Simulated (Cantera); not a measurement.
Cantera run, input and output.

```python
import numpy as np
import cantera as ct

gas = ct.Solution("gri30.yaml")
gas.TPX = 425, 230000, {'H2': 1, 'O2': 0.357, 'N2': 1.86}
inlet = ct.Reservoir(gas, clone=True)
gas.equilibrate("HP")  # start burning
reactor = ct.IdealGasConstPressureReactor(gas, energy="on", clone=False)
exhaust = ct.Reservoir(gas, clone=True)
tau = [0.19, 0.051, 0.014, 0.0039, 0.0011, 0.00029, 7.9e-05, 2.2e-05, 6e-06][0]
for a, b in ((inlet, reactor), (reactor, exhaust)):
    ct.MassFlowController(a, b, mdot=lambda t: reactor.mass / tau)
net = ct.ReactorNet([reactor])
show = ['H2', 'O2', 'NO', 'NO2', 'O']

rows = []
print(f"{'tau/s':>10s}{'T/K':>9s}" + "".join(f"{s:>11s}" for s in show))
for tau in [0.19, 0.051, 0.014, 0.0039, 0.0011, 0.00029, 7.9e-05, 2.2e-05, 6e-06]:
    net.initial_time = 0.0
    net.advance(30 * tau)
    before = gas.X
    net.advance(40 * tau)
    drift = np.max(np.abs(gas.X - before) / (gas.X + 1e-9))
    rows.append([gas.T, *gas[show].X, drift])
    print(f"{tau:10.3e}{gas.T:9.1f}" + "".join(f"{x:11.3e}" for x in gas[show].X))
```

It prints:

```
     tau/s      T/K         H2         O2         NO        NO2          O
 1.900e-01   2103.4  9.957e-02  1.855e-05  1.899e-05  1.116e-10  3.022e-06
 5.100e-02   2096.9  9.929e-02  4.374e-05  1.911e-05  1.337e-10  8.336e-06
 1.400e-02   2084.1  9.877e-02  1.007e-04  2.056e-05  1.844e-10  2.634e-05
 3.900e-03   2060.2  9.789e-02  2.385e-04  2.323e-05  2.876e-10  8.388e-05
 1.100e-03   2017.2  9.654e-02  5.827e-04  2.693e-05  4.904e-10  2.539e-04
 2.900e-04   1936.7  9.467e-02  1.509e-03  3.036e-05  8.705e-10  7.360e-04
 7.900e-05   1807.2  9.312e-02  3.709e-03  2.860e-05  1.289e-09  1.733e-03
 2.200e-05   1620.9  9.639e-02  9.199e-03  1.839e-05  1.304e-09  3.105e-03
 6.000e-06    425.0  3.108e-01  1.110e-01 -4.592e-20 -2.043e-20 -1.478e-19
```

Cantera simulation using GRI-Mech 3.0 (53 species, 325 reactions); the numbers are that mechanism's predictions, not measurements. The hydrogen kinetics of GRI-Mech 3.0 are dated; newer H2 mechanisms differ, most at raised pressure.
